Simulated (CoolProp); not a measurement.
A Linde-Hampson liquefier for dry air: isothermal reversible compression at 200 K from 1 atm to 25 MPa, throttling to 1 atm, return gas leaving the recuperator 0 K below the feed. Each further row changes one setting.

The numbers come from the reference Helmholtz-energy equation of state, Lemmon 2000 in CoolProp. It is a pseudo-pure fit of the blend.

```tsv
case	liquid yield per pass	compression work (kJ/kg of gas)
as stated	0.270	295
high pressure 50 MPa	0.272	?
warm-end temperature 230 K	?	?
warm-end gap 5 K	0.259	295
```

What belongs in the gaps?


- high pressure 50 MPa, compression work (kJ/kg of gas): 340
- warm-end temperature 230 K, liquid yield per pass: 0.192
- warm-end temperature 230 K, compression work (kJ/kg of gas): 351
